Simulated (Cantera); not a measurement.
What does this Cantera script print?

```python
import numpy as np
import cantera as ct

gas = ct.Solution("gri30.yaml")
gas.TPX = 1098, 51000, {'H2': 0.56, 'O2': 1, 'N2': 4.4}
reactor = ct.IdealGasConstPressureReactor(gas, energy="off", clone=False)
net = ct.ReactorNet([reactor])
net.rtol, net.atol = 1e-08, 1e-18
show = ['H2', 'O2', 'NO2', 'HO2', 'NO', 'N2O']
times = np.geomspace(1e-05, 20, 13)

steps = ct.SolutionArray(gas, extra=["t"])
rows = []
print(f"{'t/s':>10s}{'T/K':>9s}{'P/Pa':>11s}" + "".join(f"{s:>11s}" for s in show))
for t in times:
    while net.time < t:
        t_next = net.step()
        steps.append(gas.state, t=t_next)
    rows.append([np.interp(t, steps.t, y) for y in (steps.T, steps.P, *steps(*show).X.T)])
    print(f"{t:10.3e}{rows[-1][0]:9.1f}{rows[-1][1]:11.4g}" + "".join(f"{x:11.3e}" for x in rows[-1][2:]))
rate = np.gradient(steps.T, steps.t)
print("integrator steps:", len(steps.t))
if steps.T.max() > steps.T[0] + 200:
    print(f"time of steepest temperature rise: {steps.t[rate.argmax()]:.4e} s")
gas.TPX = 1098, 51000, {'H2': 0.56, 'O2': 1, 'N2': 4.4}
gas.equilibrate("TP")
print(f"equilibrium (TP): T = {gas.T:.1f} K  " + "  ".join(f"{s} {gas[s].X[0]:.3e}" for s in show))
```

Output:

```
       t/s      T/K       P/Pa         H2         O2        NO2        HO2         NO        N2O
 1.000e-05   1098.0    5.1e+04  9.396e-02  1.678e-01  1.104e-29  7.500e-10  4.782e-22  4.247e-17
 3.350e-05   1098.0    5.1e+04  9.396e-02  1.678e-01  1.058e-26  4.248e-09  3.642e-20  1.514e-15
 1.122e-04   1098.0    5.1e+04  9.394e-02  1.678e-01  3.134e-18  2.469e-06  2.266e-14  2.017e-12
 3.761e-04   1098.0    5.1e+04  3.286e-03  1.275e-01  2.198e-09  4.580e-05  1.201e-06  3.397e-08
 1.260e-03   1098.0    5.1e+04  4.081e-04  1.269e-01  3.246e-08  1.316e-05  1.183e-06  4.680e-08
 4.221e-03   1098.0    5.1e+04  6.611e-05  1.268e-01  7.741e-08  2.988e-06  1.138e-06  5.098e-08
 1.414e-02   1098.0    5.1e+04  5.717e-06  1.268e-01  8.524e-08  3.714e-07  1.131e-06  5.279e-08
 4.738e-02   1098.0    5.1e+04  2.285e-07  1.268e-01  5.109e-08  4.257e-08  1.165e-06  5.360e-08
 1.587e-01   1098.0    5.1e+04  1.328e-08  1.268e-01  2.216e-08  8.989e-09  1.194e-06  5.399e-08
 5.318e-01   1098.0    5.1e+04  3.016e-09  1.268e-01  1.059e-08  3.021e-09  1.205e-06  5.389e-08
 1.782e+00   1098.0    5.1e+04  9.443e-10  1.268e-01  1.020e-08  1.957e-09  1.206e-06  5.250e-08
 5.970e+00   1098.0    5.1e+04  5.235e-10  1.268e-01  1.677e-08  2.141e-09  1.199e-06  4.733e-08
 2.000e+01   1098.0    5.1e+04  4.917e-10  1.268e-01  1.898e-08  2.225e-09  1.197e-06  3.331e-08
integrator steps: 1676
equilibrium (TP): T = 1098.0 K  H2 4.896e-10  O2 1.267e-01  NO2 1.034e-06  HO2 2.231e-09  NO 6.465e-05  N2O 3.445e-09
```

Model: GRI-Mech 3.0 (53 species, 325 reactions), integrated in Cantera. The temperature is held fixed by assumption; the heat of reaction is taken as removed at once.
